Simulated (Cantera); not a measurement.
Mixture: H2 : O2 : N2 = 1 : 0.238 : 1.64 (molar parts), equivalence ratio 2.1, at 1000000 Pa, adiabatic and at constant volume. Ignition delay is the time to a rise of 400 K.

Model: GRI-Mech 3.0 (53 species, 325 reactions), integrated in Cantera. The hydrogen kinetics of GRI-Mech 3.0 are dated; newer H2 mechanisms differ, most at raised pressure. Where the delays flatten at high temperature, the 400 K rule measures the pace of heat release, not the induction time.

Task: What does this change do: pressure from 1000000 Pa to 69000 Pa?

Result: 
| quantity | before | after |
|---|---|---|
| delay at 1323 K | 5.88 µs | 62.6 µs |
| delay at 1523 K | 1.96 µs | 42.3 µs |
| delay at 1723 K | 1.12 µs | 41.5 µs |
| delay at 1923 K | 0.806 µs | 49.9 µs |
